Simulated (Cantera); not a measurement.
## Ignition delay

Mixture: CH₄ : O₂ : N₂ : CO₂ = 1 : 3.77 : 14.2 : 0.088 (molar parts), equivalence ratio 0.53, at 9.30 bar, adiabatic and at constant volume. Ignition delay is the time to a rise of 400 K.

Model: GRI-Mech 3.0 (53 species, 325 reactions), integrated in Cantera.

| T0 (K) | delay (ms) |
|---|---|
| 1275 | 1.53 |
| 1325 | 0.873 |
| 1375 | 0.512 |
| 1425 | 0.308 |
| 1475 | 0.190 |
| 1525 | 0.121 |
| 1575 | 0.0783 |
| 1625 | 0.0521 |

```json
{
  "apparent activation energy between 1525 and 1625 K": "170 kJ/mol"
}
```
